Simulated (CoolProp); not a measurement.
Vapour-liquid equilibrium of n-butane (1) + R245fa (2) at 328 K; x and y are mole fractions of (1).

The numbers come from the multi-fluid Helmholtz-energy mixture model, Bücker 2006 and Akasaka 2015; pair parameters Bell 2016 in CoolProp.

```json
[
 {"x": "0.05", "bubble pressure, mixture model (kPa)": "474.3", "bubble pressure, Raoult's law (kPa)": "406.4", "y, mixture model": "0.182", "y, Raoult's law": "0.069"},
 {"x": "0.15", "bubble pressure, mixture model (kPa)": "581.8", "bubble pressure, Raoult's law (kPa)": "422.7", "y, mixture model": "0.373", "y, Raoult's law": "0.199"},
 {"x": "0.25", "bubble pressure, mixture model (kPa)": "645.5", "bubble pressure, Raoult's law (kPa)": "439.1", "y, mixture model": "0.468", "y, Raoult's law": "0.320"},
 {"x": "0.35", "bubble pressure, mixture model (kPa)": "681.5", "bubble pressure, Raoult's law (kPa)": "455.4", "y, mixture model": "0.526", "y, Raoult's law": "0.432"},
 {"x": "0.45", "bubble pressure, mixture model (kPa)": "701.0", "bubble pressure, Raoult's law (kPa)": "471.7", "y, mixture model": "0.565", "y, Raoult's law": "0.536"},
 {"x": "0.55", "bubble pressure, mixture model (kPa)": "710.6", "bubble pressure, Raoult's law (kPa)": "488.0", "y, mixture model": "0.599", "y, Raoult's law": "0.633"},
 {"x": "0.65", "bubble pressure, mixture model (kPa)": "712.4", "bubble pressure, Raoult's law (kPa)": "504.4", "y, mixture model": "0.634", "y, Raoult's law": "0.724"},
 {"x": "0.75", "bubble pressure, mixture model (kPa)": "704.5", "bubble pressure, Raoult's law (kPa)": "520.7", "y, mixture model": "0.679", "y, Raoult's law": "0.809"},
 {"x": "0.85", "bubble pressure, mixture model (kPa)": "678.6", "bubble pressure, Raoult's law (kPa)": "537.0", "y, mixture model": "0.749", "y, Raoult's law": "0.889"},
 {"x": "0.95", "bubble pressure, mixture model (kPa)": "616.3", "bubble pressure, Raoult's law (kPa)": "553.4", "y, mixture model": "0.882", "y, Raoult's law": "0.964"}
]
```

The largest gap from Raoult's law is +49.6 % in bubble pressure, at x = 0.35. y crosses x between x = 0.55 and 0.65: the model has an azeotrope there.

Pair parameters are fitted to limited data, so mixtures are less certain than the pure fluids.
